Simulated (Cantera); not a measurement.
A closed system holds: 1 mol TiO₂, 0.012 mol H₂O, at 1300 K and 19.0 mbar.

Cantera equilibrium calculation (NASA polynomials, part measured and part estimated; ideal gas, pure solids and liquids). Candidate condensed phases: H₂O, Ti, TiO, TiO₂, Ti₂O₃, Ti₃O₅, Ti₄O₇; 12 gas species. Gases not in the tables: TiO(OH)₂. The numbers say what is thermodynamically allowed, not how fast it happens.

Base state: H₂O 1.000, H₂ 9.44e-5, O₂ 4.45e-5, OH 1.08e-5 (mole fractions); condensed: TiO₂(rutile).

Question: What changes in the equilibrium state with this change: TiO₂ replaced by MgO?

Answer: 
```tsv
species	before	after
H₂O	1.000	1.000
H₂	9.44e-5	9.44e-5
O₂	4.45e-5	4.45e-5
OH	1.08e-5	1.08e-5
TiO₂(rutile), mol	1.00	0
MgO(s), mol	0	1.00
```
Further candidate phases: Mg, MgO, Mg(OH)₂.
